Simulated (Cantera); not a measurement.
## Catalytic combustion on Pt

An isothermal plug-flow reactor at 825 K and 0.671 atm (inlet), inlet velocity 0.84 m/s, active area per volume 1100 1/m; feed 1.41 % H2, 5.98 % O2, 92.6 % N2, equivalence ratio 0.12.

Computed with Cantera and Deutschmann's 1995 Pt surface mechanism with GRI-Mech 3.0 gas chemistry. Catalytic surfaces can have several steady states; this one follows from the mechanism file's or the stated starting coverage. Mass transfer to the wall is taken as infinitely fast.

```
z (m)        x H2    x O2   x H2O  θ free Pt   θ O*    θ OH*
-------  --------  ------  ------  ---------  -----  -------
0.00022   0.00212  0.0541  0.0120      0.108  0.889  0.00274
0.00042  0.000899  0.0536  0.0133     0.0852  0.912  0.00252
0.00082  0.000214  0.0532  0.0140     0.0749  0.923  0.00241
0.0016    1.58e-5  0.0531  0.0142     0.0723  0.925  0.00238
0.003     1.57e-7  0.0531  0.0142     0.0721  0.926  0.00238
0.0059   1.14e-11  0.0531  0.0142     0.0721  0.926  0.00238
0.011      <1e-12  0.0531  0.0142     0.0721  0.926  0.00238
0.022      <1e-12  0.0531  0.0142     0.0721  0.926  0.00238
```
x: gas mole fraction; θ: surface coverage.
